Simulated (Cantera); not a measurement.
An isothermal, constant-pressure homogeneous reactor starts with CH4 : H2O = 1 : 0.43 (molar parts), at 1250 K and 22000 Pa.

Computed with Cantera and GRI-Mech 3.0 (53 species, 325 reactions). GRI-Mech 3.0 stops at C3 and has no aromatics, soot or wall deposition, so with more carbon than oxygen in the feed, carbon stays in small species such as C2H2 where larger ones or solid carbon would form.

x: mole fraction; the columns are a selection and need not sum to one.

| t (s) | x CH4 | x H2O | x HCO | x CH2O | x C2H6 | x O2 |
|---|---|---|---|---|---|---|
| 0.000200 | 0.699 | 0.301 | <1e-12 | <1e-12 | 9.06e-12 | <1e-12 |
| 0.000727 | 0.699 | 0.301 | <1e-12 | <1e-12 | 4.31e-10 | <1e-12 |
| 0.00264 | 0.699 | 0.301 | <1e-12 | 2.22e-12 | … | <1e-12 |
| 0.00959 | 0.699 | 0.301 | <1e-12 | 7.85e-11 | … | <1e-12 |
| 0.0348 | 0.699 | 0.301 | <1e-12 | 8.87e-10 | … | <1e-12 |
| 0.126 | 0.699 | 0.301 | <1e-12 | 4.40e-9 | … | <1e-12 |
| 0.459 | 0.699 | 0.301 | <1e-12 | 1.91e-8 | … | <1e-12 |
| 1.67 | 0.698 | 0.301 | <1e-12 | 6.42e-8 | … | <1e-12 |
| 6.06 | 0.693 | 0.300 | <1e-12 | 9.53e-8 | … | <1e-12 |
| 22.0 | 0.673 | 0.296 | <1e-12 | 8.52e-8 | … | <1e-12 |
| 80.0 | 0.611 | 0.285 | <1e-12 | 6.14e-8 | … | <1e-12 |

Question: Some entries are withheld; supply them.

Answer: 
- 0.00264, x C2H6: 2.01e-8
- 0.00959, x C2H6: 7.09e-7
- 0.0348, x C2H6: 7.84e-6
- 0.126, x C2H6: 3.58e-5
- 0.459, x C2H6: 0.000128
- 1.67, x C2H6: 0.000331
- 6.06, x C2H6: 0.000414
- 22.0, x C2H6: 0.000350
- 80.0, x C2H6: 0.000227
